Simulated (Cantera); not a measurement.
What does this Cantera script print?

```python
import numpy as np
import cantera as ct

gas_names = """
    B BH BH2 BH3 BN BO BO2 B2 B2O B2O2 B2O3 B3O3H3 H HBO HBO2 HNO HNO2 HNO3 HO2 H2 H2O H2O2 H3B3O6 N NH
    NH2 NH3 NH2OH NO NO2 NO3 N2 N2H2 N2H4 N2O O OH O2 O3
""".split()
cond_names = """
    B(b) B(L) BN(s) B2O3(L) B3O3H3(cr) H2O(s) H2O(L)
""".split()


def load(file, names, dense=False):
    # The tables refer to 1 bar. Condensed volumes are neglected.
    table = {s.name: s for s in ct.Species.list_from_file(file)}
    out = []
    for n in names:
        d = dict(table[n].input_data)
        d["thermo"] = dict(d["thermo"], **{"reference-pressure": 1e5})
        if dense:
            d["equation-of-state"] = {"model": "constant-volume", "density": "1e6 g/cm^3"}
        out.append(ct.Species.from_dict(d))
    return out


gas = ct.Solution(thermo="ideal-gas", species=load("nasa_gas.yaml", gas_names))
cond = {s.name: ct.Solution(thermo="fixed-stoichiometry", species=[s], name=s.name)
        for s in load("nasa_condensed.yaml", cond_names, dense=True)}
atoms = {
    'B2O3': {'B': 2, 'O': 3},
    'H2O': {'H': 2, 'O': 1},
    'N2': {'N': 2},
}
top_T = {'BN(s)': 3200}  # K; cautious upper limits of use, not melting points


def equilibrate(T, P, feed):
    n = {}
    for name, mol in feed.items():
        for a, k in atoms[name].items():
            n[a] = n.get(a, 0.0) + k * mol
    gas.TPX = T, P, n
    mass = sum(n.values()) * gas.mean_molecular_weight
    gas.equilibrate("TP")
    valid = [c for c in cond.values() if c.min_temp <= T <= top_T.get(c.name, c.max_temp)]
    mix = ct.Mixture([(gas, mass / gas.mean_molecular_weight)] + [(c, 0.0) for c in valid])
    mix.T, mix.P = T, P
    mix.equilibrate("TP", solver="vcs", rtol=1e-11, max_steps=5000)
    return mix


results = []
feed = {'B2O3': 1, 'H2O': 0.85, 'N2': 12}  # mol
P = 10000  # Pa
for T in [898, 998, 1098, 1198, 1298, 1398, 1498, 1598, 1698, 1798, 1898, 1998, 2098]:
    mix = equilibrate(T, P, feed)
    results.append((T, P, feed, dict(zip(mix.species_names, mix.species_moles))))

top = {s: max(r[3][s] / sum(r[3][g] for g in gas_names) for r in results) for s in gas_names}
cols = sorted((s for s in top if top[s] > 0.0001), key=lambda s: -top[s])[:8]
seen = [c for c in cond_names if any(r[3].get(c, 0) > 1e-12 for r in results)]
print("log10 of partial pressures in bar; condensed amounts in mol")
print(f"{'T/K':>10s}" + "".join(f"{s[:9]:>10s}" for s in cols + seen))
for T, P, feed, n in results:
    ng = sum(n[g] for g in gas_names)
    print(f"{T:10.4g}" + "".join(f"{np.log10(max(n[s] / ng * P / 1e5, 1e-99)):10.3f}" for s in cols)
          + "".join(f"{n.get(c, 0):10.4g}" for c in seen))
```

It prints:

```
log10 of partial pressures in bar; condensed amounts in mol
       T/K        N2      HBO2       H2O      B2O3       BO2        H2        OH         H   B2O3(L)
       898    -1.030    -6.712    -2.182   -13.847   -15.060    -9.015   -10.672   -14.468     0.995
       998    -1.030    -5.690    -2.181   -11.517   -12.869    -8.049    -9.486   -12.692     0.997
      1098    -1.030    -4.864    -2.181    -9.626   -11.084    -7.256    -8.516   -11.235    0.9973
      1198    -1.030    -4.184    -2.182    -8.065    -9.603    -6.595    -7.708   -10.019    0.9946
      1298    -1.030    -3.616    -2.189    -6.754    -8.356    -6.037    -7.028    -8.988    0.9836
      1398    -1.031    -3.141    -2.206    -5.640    -7.294    -5.564    -6.454    -8.107    0.9525
      1498    -1.034    -2.747    -2.248    -4.681    -6.384    -5.168    -5.976    -7.349    0.8808
      1598    -1.039    -2.431    -2.336    -3.849    -5.603    -4.847    -5.596    -6.697    0.7381
      1698    -1.047    -2.199    -2.500    -3.120    -4.941    -4.599    -5.330    -6.139    0.4743
      1798    -1.062    -2.069    -2.739    -2.533    -4.420    -4.400    -5.175    -5.654         0
      1898    -1.063    -2.085    -2.712    -2.513    -4.134    -4.125    -4.844    -5.170         0
      1998    -1.063    -2.103    -2.693    -2.495    -3.877    -3.882    -4.549    -4.736         0
      2098    -1.063    -2.122    -2.681    -2.481    -3.645    -3.668    -4.285    -4.346         0
```

Equilibrium computed with Cantera from the NASA thermochemical tables; the gas is ideal and each condensed phase is pure. Gases not in the tables: H3BO3.
